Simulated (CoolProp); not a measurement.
Vapour pressure (kPa) of n-octane: the reference equation beside estimates from Tc = 568.7 K, pc = 2484 kPa, ω = 0.398. Clausius-Clapeyron is anchored at 329.6 K with a constant enthalpy of vaporisation of 39.41 kJ/mol.

Values from CoolProp's reference Helmholtz-energy equation of state, Beckmüller 2019.

```
T (K)  reference  Clausius-Clapeyron  Redlich-Kwong  Soave-Redlich-Kwong  Peng-Robinson
-----  ---------  ------------------  -------------  -------------------  -------------
293.4      1.426               1.525          8.563                1.389          1.517
305.5      2.800               2.891          14.37                2.732          2.933
317.5      5.143               5.197          22.86                5.027          5.321
329.6      8.990               8.990          34.98                8.813          9.211
341.7      14.98               14.96          51.57                14.73          15.23
353.7      23.83               23.95          73.39                23.51          24.09
365.8      36.67               37.31          101.8                36.31          36.91
377.9      54.57               56.49          137.7                54.22          54.76
389.9      78.62               83.11          181.7                78.38          78.72
402        110.7               119.8          235.6                110.7          110.7
414.1      152.1               169.1          300.1                152.7          152.0
426.1      204.3               233.4          375.7                205.6          204.2
438.2      269.9               317.4          464.6                272.4          269.8
450.3      350.5               424.4          567.1                354.7          350.7
462.3      447.4               557.7          683.4                453.8          448.1
```

Absolute difference from the reference over all 15 rows, mean and median: Clausius-Clapeyron 8.0 and 5.7 %, Redlich-Kwong 196.1 and 152.3 %, Soave-Redlich-Kwong 1.3 and 1.2 %, Peng-Robinson 1.4 and 0.3 %.
